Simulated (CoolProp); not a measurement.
Model: reference Helmholtz-energy equation of state, Thol 2016, in CoolProp.

Task: Give the vapour pressure (MPa), liquid density (kg/m³), vapour density (kg/m³), enthalpy of vaporisation (kJ/kg) of saturated hexamethyldisiloxane (MM) at 396.7, 429.3, 451.1 K.

Result: 
```
T (K)  p (MPa)  liquid density (kg/m³)  vapour density (kg/m³)  enthalpy of vaporisation (kJ/kg)
-----  -------  ----------------------  ----------------------  --------------------------------
396.7    0.189                     646                    10.3                               180
429.3    0.400                     600                    21.8                               159
451.1    0.618                     565                    34.7                               143
```
